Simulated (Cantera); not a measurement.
An isothermal, constant-pressure homogeneous reactor starts with H₂ : O₂ : N₂ = 0.01 : 1 : 0.41 (molar parts), equivalence ratio 0.0050, at 1350 K and 0.00197 atm. Integrator tolerance rtol = 1e-08.

Detailed kinetics in Cantera: the H2/O2 subset of GRI-Mech 3.0, which has no nitrogen chemistry. Radical loss at walls, strong at low pressure, is not modelled.

Question: What does this change do: temperature 1350 to 1150 K?

Answer: 
| quantity | before | after |
|---|---|---|
| x(H₂) at 1.00 s | 2.70e-5 (gas-phase equilibrium 3.86e-8) | 2.76e-5 (gas-phase equilibrium 8.15e-10) |
| x(O₂) at 1.00 s | 0.698 (gas-phase equilibrium 0.703) | 0.698 (gas-phase equilibrium 0.703) |
| x(H₂O) at 1.00 s | 0.00650 (gas-phase equilibrium 0.00705) | 0.00663 (gas-phase equilibrium 0.00707) |
| x(O) at 1.00 s | 0.00598 (gas-phase equilibrium 7.96e-6) | 0.00554 (gas-phase equilibrium 1.57e-7) |
| x(HO₂) at 1.00 s | 5.31e-8 (gas-phase equilibrium 8.22e-9) | 1.19e-7 (gas-phase equilibrium 1.04e-9) |
| x(OH) at 1.00 s | 0.000822 (gas-phase equilibrium 3.12e-5) | 0.000458 (gas-phase equilibrium 2.51e-6) |
| x(H) at 1.00 s | 0.000210 (gas-phase equilibrium 1.05e-8) | 0.000311 (gas-phase equilibrium 4.79e-11) |
